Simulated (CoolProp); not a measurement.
The fluid at 293.15 K and 4.59 MPa is throttled through a valve to 0.71 MPa with no heat exchange. The same conditions are run with several fluids, on thermodynamics alone (safety and materials aside).

Model: reference Helmholtz-energy equation of state of each fluid (carbon dioxide: Span 1996; ethylene: Smukala 2000; fluorine: de Reuck 1990; oxygen: Schmidt 1985), in CoolProp.

**Question.** Rank carbon dioxide, ethylene, fluorine, oxygen by temperature change (K), highest first.

**Answer.** fluorine (-7.5), oxygen (-10.6), carbon dioxide (-59.7), ethylene (-60.5)

```csv
fluid,final density (kg/m³)
carbon dioxide,17.6
ethylene,11.4
fluorine,11.4
oxygen,9.73
```
